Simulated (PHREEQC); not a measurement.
Solution (25 °C): 0.65 mmol/kgw PbCl2, 30 mmol/kgw KBr and 0.23 mmol/kgw Cu(NO3)2. Closed to the air; pH follows from the charge balance.

All values are PHREEQC results (ion-association model, wateq4f.dat), not measurements.

No solid was allowed to form.

Problem. Predict the pH.

Solution. pH 5.57.

Problem. In which forms is Pb present?

Solution. Pb+2 52 %, PbBr+ 46 %, PbCl+ 1.4 % of the Pb.

Species that the database lacks are ignored.
